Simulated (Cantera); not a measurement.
Feed: 1 mol Fe₂O₃, 0.088 mol H₂S, 2.2 mol O₂, equilibrated at 1173.15 K and 0.180 bar.

These are equilibrium values from Cantera (NASA tables, ideal gas, pure condensed phases), not measurements of a reactor. Candidate condensed phases: Fe, FeO, Fe(OH)₂, Fe(OH)₃, FeS, FeSO₄, FeS₂, Fe₂O₃, Fe₂(SO₄)₃, Fe₃O₄, H₂O, H₂SO₄, S; 22 gas species. Equilibrium is a limit: real reactors are often held back by kinetics, nucleation or transport.

Base state: O₂ 0.921, H₂O 0.0393, SO₂ 0.0348, SO₃ 0.00455 (mole fractions); condensed: Fe₂O₃(s).

### Question
What changes in the equilibrium state with this change: Fe₂O₃ replaced by FeS?

### Answer
| species | before | after |
|---|---|---|
| SO₂ | 0.0348 | 0.701 |
| O₂ | 0.921 | 0.196 |
| H₂O | 0.0393 | 0.0601 |
| SO₃ | 0.00455 | 0.0423 |
| Fe₂O₃(s), mol | 1.00 | 0.500 |
